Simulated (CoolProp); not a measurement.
Values from CoolProp's reference Helmholtz-energy equation of state, Colonna 2008. It is a short technical equation, of lower accuracy than the large ones.

Problem. For dodecamethylcyclohexasiloxane (D6), give the phase and the density (kg/m³), cv (kJ/(kg K)), expansivity (1/kK) at 346.85 °C and 2.4 MPa.

Solution. 
- 346.85 °C and 2.4 MPa: liquid; density 574, cv 1.98, expansivity 3.25
